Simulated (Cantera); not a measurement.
A closed system holds: 1 mol Mg(OH)2, 0.041 mol H2O, at 1.00 bar.

Method: chemical equilibrium by Gibbs-energy minimisation in Cantera with the NASA 1993 tables (ideal gas, pure condensed phases). Candidate condensed phases: H2O, Mg, MgO, Mg(OH)2; 15 gas species. Equilibrium is a limit: real reactors are often held back by kinetics, nucleation or transport.

x: gas mole fraction; n: condensed amount in mol.

| T (°C) | x H2O | x H2 | x OH | x O2 | n MgO(s) |
|---|---|---|---|---|---|
| 800 | 1.000 | 9.69e-7 | 5.32e-8 | 4.71e-7 | 1.00 |
| 900 | 1.000 | 4.74e-6 | 3.73e-7 | 2.28e-6 | 1.00 |
| 1000 | 1.000 | 1.81e-5 | 1.93e-6 | 8.59e-6 | 1.00 |
| 1100 | 1.000 | 5.73e-5 | 7.85e-6 | 2.67e-5 | 1.00 |
| 1200 | 1.000 | 0.000155 | 2.64e-5 | 7.11e-5 | 1.00 |
| 1300 | 0.999 | … | … | … | 1.000 |
| 1400 | 0.999 | 0.000802 | 0.000193 | 0.000353 | 1.000 |
| 1500 | 0.997 | 0.00159 | 0.000441 | 0.000686 | 1.000 |
| 1600 | 0.995 | 0.00293 | 0.000921 | 0.00124 | 1.000 |
| 1700 | 0.991 | 0.00507 | 0.00178 | 0.00210 | 1.000 |
| 1800 | 0.985 | 0.00832 | 0.00323 | 0.00338 | 1.000 |
| 1900 | 0.975 | … | … | … | 1.000 |
| 2000 | 0.962 | 0.0195 | 0.00898 | 0.00764 | 1.000 |

Q: Fill in the missing entries.

A: 
- 1900, x H2: 0.0130
- 1900, x OH: 0.00552
- 1900, x O2: 0.00519
- 1300, x H2: 0.000371
- 1300, x OH: 7.61e-5
- 1300, x O2: 0.000167
